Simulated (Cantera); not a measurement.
Feed: 1 mol Si₂H₆, 4.2 mol H₂O, 120 mol N₂, held at 1550 °C and 13.3 mbar.

Method: chemical equilibrium by Gibbs-energy minimisation in Cantera with the NASA 1993 tables (ideal gas, pure condensed phases). Candidate condensed phases: H₂O, Si, SiO₂, Si₂N₂O, Si₃N₄; 35 gas species. The feed counts by its element totals alone. The tables hold silica as quartz up to 1696 K and as liquid above; real silica turns to tridymite and cristobalite and melts near 1996 K. Rates play no part.

Base state: N₂ 0.940, H₂ 0.0515, H₂O 0.00450, SiO 0.00293, H 0.000851 (mole fractions); condensed: SiO₂(condensed).

Problem. What changes in the equilibrium state with this change: temperature from 1550 °C to 1000 °C?

Solution. 
```csv
species,before,after
N₂,0.940,0.943
H₂,0.0515,0.0550
H₂O,0.00450,0.00157
SiO,0.00293,1.90e-9
H,0.000851,1.45e-6
"SiO₂(condensed), mol",1.63,0
"SiO₂(β-quartz), mol",0,2.00
```

Problem. What changes in the equilibrium state with this change: temperature from 1550 °C to 252 °C?

Solution. 
```tsv
species	before	after
N₂	0.940	0.943
H₂	0.0515	0.0550
H₂O	0.00450	0.00157
SiO	0.00293	<1e-9
H	0.000851	<1e-9
NH₃	4.20e-9	2.98e-5
SiO₂(condensed), mol	1.63	0
SiO₂(α-quartz), mol	0	2.00
```

Problem. What changes in the equilibrium state with this change: Si₂H₆ replaced by HMDSO?

Solution. 
```tsv
species	before	after
N₂	0.940	0.866
H₂	0.0515	0.0945
CO	0	0.0330
SiO	0.00293	0.00452
HCN	0	0.000408
H₂O	0.00450	5.09e-8
Si	<1e-9	4.26e-5
HNC	0	1.63e-5
SiO₂(condensed), mol	1.63	0
SiC(s), mol	0	1.37
```
Further candidate phases: C, C₆H₆, C₇H₈, C₈H₁₈, SiC.
